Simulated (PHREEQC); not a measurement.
Model water analysis in mg/L, 25 °C, pH 2.02, pe 8.6: Na 49.3; K 0.241; Ca 65.7; Mg 22.6; Cl 6.59; S(6) as SO4 1490; Fe(3) 1.52; Li 0.0365; B 0.02; Al 48.4.

Valence states are taken as typed.

Computed with PHREEQC (ion-association model, wateq4f.dat).

Precipitation was switched off in this run.

**Question.** Predict the ionic strength.

**Answer.** ionic strength 0.0309 mol/kgw.

**Question.** In which forms is K present?

**Answer.** K+ 97 %, KSO4- 2.9 % of the K.

Examples of supersaturated solids here: Hematite (slow to form), Goethite (slow to form). Others may be too.
